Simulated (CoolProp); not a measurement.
Computed with CoolProp (reference Helmholtz-energy equation of state, Zhou 2012).

For o-xylene, give the phase and the cv (kJ/(kg K)), Joule-Thomson coefficient (K/MPa), Prandtl number, fugacity coefficient at 506.2 K and 1.18 bar; 506.2 K and 2.69 bar.


- 506.2 K and 1.18 bar: gas; cv 1.91, Joule-Thomson coefficient 16.2, Prandtl number 0.672, fugacity coefficient 0.975
- 506.2 K and 2.69 bar: gas; cv 1.93, Joule-Thomson coefficient 17.2, Prandtl number 0.686, fugacity coefficient 0.943

Viscosity comes from a separate model (Cao 2016). Thermal conductivity comes from a separate model (Mylona 2014).
